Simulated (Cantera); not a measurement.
Input: 1 mol Si, 5.3 mol Br2, 67 mol N2, equilibrated at 1298.15 K.

Equilibrium computed with Cantera from the NASA thermochemical tables; the gas is ideal and each condensed phase is pure. Candidate condensed phases: Br2, Si, Si3N4; 13 gas species. The tables' values for SiBr3 are old estimates; treat these amounts as uncertain. Rates play no part.

x: gas mole fraction; nothing condenses.

```tsv
P (Pa)	x N2	x Br	x Br2	x SiBr4	x SiBr2	x SiBr3	x SiBr
1	0.875	0.112	1.67e-5	3.97e-5	0.0129	0.000110	1.74e-6
10	0.880	0.107	___	___	___	0.000786	1.37e-7
100	0.897	___	___	___	___	0.000436	1.11e-9
1000	0.905	0.0745	0.00735	0.0134	9.90e-6	5.63e-5	2.00e-12
10000	0.920	0.0426	0.0240	0.0137	3.09e-7	1.01e-5	<1e-12
100000	0.932	0.0168	0.0375	0.0139	2.01e-8	2.58e-6	<1e-12
```

What belongs in the gaps?


- 100, x Br: 0.0881
- 100, x Br2: 0.00103
- 100, x SiBr4: 0.0123
- 100, x SiBr2: 0.000649
- 10, x Br2: 0.000150
- 10, x SiBr4: 0.00268
- 10, x SiBr2: 0.00967
